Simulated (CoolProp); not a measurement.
Computed with CoolProp (reference Helmholtz-energy equation of state, Lemmon 2006). It is a short technical equation, of lower accuracy than the large ones.

Give the vapour pressure (kPa), vapour density (kg/m³), surface tension (mN/m) of saturated neopentane at 87.45 °C.


| T (°C) | p (kPa) | vapour density (kg/m³) | surface tension (mN/m) |
|---|---|---|---|
| 87.45 | 866 | 26.1 | 5.18 |

Surface tension comes from a separate correlation (Mulero 2014).
